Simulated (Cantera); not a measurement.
Feed: 1 mol SiH2Cl2, 0.13 mol C2H2, 980 mol H2, at 2.20 mbar.

Cantera equilibrium calculation (NASA polynomials, part measured and part estimated; ideal gas, pure solids and liquids). Candidate condensed phases: C, C6H6, C7H8, C8H18, Si, SiC; 109 gas species. Mutual solubility and eutectic melting of coexisting phases are not modelled. Gases not in the tables: Si2H6 and higher silanes. The numbers say what is thermodynamically allowed, not how fast it happens.

**Question.** What share of the Si ends up in condensed phases as a function of T (K), at 1348, 1448, 1548, 1648, 1748, 1848, 1948, 2048, 2148, 2248, 2348, 2448, 2548?

**Answer.** 
```
T (K)  Si condensed (%)              as
-----  ----------------  --------------
1348               98.8  Si(s) + SiC(s)
1448               98.5  Si(s) + SiC(s)
1548               96.7  Si(s) + SiC(s)
1648               84.8  Si(s) + SiC(s)
1748               25.5          SiC(s)
1848               24.3          SiC(s)
1948                0.0               -
2048                0.0               -
2148                0.0               -
2248                0.0               -
2348                0.0               -
2448                0.0               -
2548                0.0               -
```
